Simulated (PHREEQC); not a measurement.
Make-up at 25 °C: 0.00095 mol MgCl2, 4.4e-05 mol HBF4 and 0.19 mol Zn(NO3)2 per kg of water. Closed to the air; pH follows from the charge balance.

All values are PHREEQC results (ion-association model, wateq4f.dat), not measurements.

No solid was allowed to form.

Question: Order these F species by the share of F that they hold, largest first: ZnF+, HF, F-, MgF+.

Answer: F- (60 %), ZnF+ (33 %), HF (6.2 %), MgF+ (1.0 %)

The pH is 3.90 and the ionic strength 0.573 mol/kgw. Complexes and solids missing from the database can't appear. Real BF4- forms and hydrolyses slowly; the run takes it at equilibrium.
